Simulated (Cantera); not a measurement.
Mixture: 11.7 % CH4, 1.08 % H2, 18.3 % O2, 69.0 % N2, equivalence ratio 1.3, at 120000 Pa, adiabatic and at constant volume. Ignition delay is the time to a rise of 400 K.

Detailed kinetics in Cantera: GRI-Mech 3.0 (53 species, 325 reactions).

Problem. Predict: delay at 1300 K; delay at 1400 K; delay at 1500 K; delay at 1600 K; delay at 1700 K; delay at 1800 K; delay at 1900 K; apparent activation energy between 1700 and 1900 K.

Solution. 
```
Quantity                                                Result
--------------------------------------------------  ----------
delay at 1300 K                                        5.27 ms
delay at 1400 K                                        1.81 ms
delay at 1500 K                                       0.688 ms
delay at 1600 K                                       0.296 ms
delay at 1700 K                                       0.143 ms
delay at 1800 K                                        76.3 µs
delay at 1900 K                                        43.8 µs
apparent activation energy between 1700 and 1900 K  160 kJ/mol
```
